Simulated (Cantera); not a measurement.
Cantera run:

```python
import numpy as np
import cantera as ct

gas_names = """
    AL ALH ALO ALOH ALO2 ALO2H AL2 AL2O AL2O2 H HALO HO2 H2 H2O H2O2 O OH O2 O3 Si SiH SiH2 SiH3 SiH4
    SiO SiO2 Si2 Si3
""".split()
cond_names = """
    AL(cr) AL(L) AL2O3(a) AL2O3(L) AL2SiO5(an) AL6Si2O13(s) H2O(s) H2O(L) Si(cr) Si(L) SiO2(Lqz)
    SiO2(hqz) SiO2(L)
""".split()


# ... load() reads the species with a 1 bar reference pressure and builds the phases ...
atoms = {
    'SiO2': {'Si': 1, 'O': 2},
    'Al2O3': {'AL': 2, 'O': 3},
    'H2': {'H': 2},
}
top_T = {'AL2SiO5(an)': 2000, 'AL6Si2O13(s)': 2100}  # K; cautious upper limits of use, not melting points


# ... equilibrate(T, P, feed) seeds the gas with the atoms and calls Mixture.equilibrate('TP', solver="vcs", rtol=1e-11, max_steps=5000) ...
results = []
feed = {'SiO2': 1, 'Al2O3': 0.1, 'H2': 2.4}  # mol
T = 998  # K
P = 101325  # Pa
mix = equilibrate(T, P, feed)
results.append((T, P, feed, dict(zip(mix.species_names, mix.species_moles))))
x = sorted(zip(gas.X, gas.species_names), reverse=True)
print(f"T = {T:g} K  P = {P:g} Pa  gas = {mix.phase_moles(0):.4g} mol")
print("   x: " + "  ".join(f"{s} {v:.3e}" for v, s in x if v > 0.001))
print("   condensed (mol): " + ("  ".join(f"{mix.phase(i).name} {mix.phase_moles(i):.4g}"
      for i in range(1, mix.n_phases) if mix.phase_moles(i) > 1e-12) or "none"))
```

It prints:

```
T = 998 K  P = 101325 Pa  gas = 2.4 mol
   x: H2 1.000e+00
   condensed (mol): AL2SiO5(an) 0.1  SiO2(hqz) 0.9
```

Cantera equilibrium calculation (NASA polynomials, part measured and part estimated; ideal gas, pure solids and liquids). Condensed phases not in the tables: alloys, solid solutions and most ternary compounds.
